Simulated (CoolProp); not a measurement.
Vapour-liquid equilibrium of hydrogen sulfide (1) + n-butane (2) at 1.62 MPa; x and y are mole fractions of (1).

The numbers come from the multi-fluid Helmholtz-energy mixture model, Lemmon 2006 and Bücker 2006; pair parameters Kunz 2012 in CoolProp.

```tsv
x	bubble temperature, mixture model (K)	bubble temperature, Raoult's law (K)	y, mixture model	y, Raoult's law
0.05	364.4	364.9	0.192	0.241
0.125	348.0	351.4	0.433	0.474
0.2	334.6	340.7	0.598	0.623
0.275	324.3	332.0	0.704	0.722
0.35	316.5	324.7	0.772	0.793
0.425	310.7	318.5	0.819	0.844
0.5	306.1	313.1	0.852	0.883
0.575	302.5	308.4	0.878	0.913
0.65	299.5	304.2	0.900	0.937
0.725	297.0	300.5	0.919	0.956
0.8	294.8	297.1	0.938	0.971
0.875	292.7	294.0	0.957	0.984
0.95	290.8	291.2	0.980	0.994
```

The largest gap from Raoult's law is -8.2 K in bubble temperature, at x = 0.35. No azeotrope shows between x = 0.05 and 0.95.

Pair parameters are fitted to limited data, so mixtures are less certain than the pure fluids.
